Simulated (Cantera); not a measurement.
Standard-state values (1 bar) from the NASA 1993 polynomials, evaluated with Cantera. Values are per mole of reaction as written; species without (g) are pure solids or liquids, kept so even where they would boil at 1 bar.

Problem. Between 2125 and 2725 K, where is each reaction favourable under standard conditions?
- Nb + NO2(g) → N(g) + NbO2(g)
- 2 NO(g) + NbO2 → Nb + 2 NO2(g)

Solution. 
- Nb + NO2(g) → N(g) + NbO2(g): ΔG° is -77 kJ at 2125 K and -162 kJ at 2725 K; it stays negative (K > 1). ΔH° is 216 kJ and ΔS° 139 J/K at 2725 K.
- 2 NO(g) + NbO2 → Nb + 2 NO2(g): ΔG° is 637 kJ at 2125 K and 657 kJ at 2725 K; it stays positive (K < 1). ΔH° is 553 kJ and ΔS° -38 J/K at 2725 K.
